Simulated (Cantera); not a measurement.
Charge: 1 mol FeS, 490 mol H₂, 32 mol N₂, equilibrated at 82.0 Pa.

Method: chemical equilibrium by Gibbs-energy minimisation in Cantera with the NASA 1993 tables (ideal gas, pure condensed phases). Candidate condensed phases: Fe, FeS, FeS₂, S; 16 gas species. Mutual solubility and eutectic melting of coexisting phases are not modelled. FeS: taken at fixed stoichiometry. Gases not in the tables: S₃ to S₇. Equilibrium is a limit: real reactors are often held back by kinetics, nucleation or transport.

**Question.** Which condensed phases are stable at each of these points (T (°C)): 500, 650, 800, 950, 1100, 1250, 1400, 1550, 1700, 1850, 2000?

**Answer.** 
```
T (°C)  condensed phases  Fe condensed (%)
------  ----------------  ----------------
500       Fe(α) + FeS(s)             100.0
650       Fe(α) + FeS(s)             100.0
800       Fe(α) + FeS(s)             100.0
950                Fe(γ)             100.0
1100               Fe(γ)              99.5
1250               Fe(γ)              84.5
1400            gas only               0.0
1550            gas only               0.0
1700            gas only               0.0
1850            gas only               0.0
2000            gas only               0.0
```

From 500 °C to 800 °C the condensed part is Fe(α) + FeS(s). From 950 °C to 1250 °C the condensed part is Fe(γ). From 1400 °C to 2000 °C nothing is condensed.
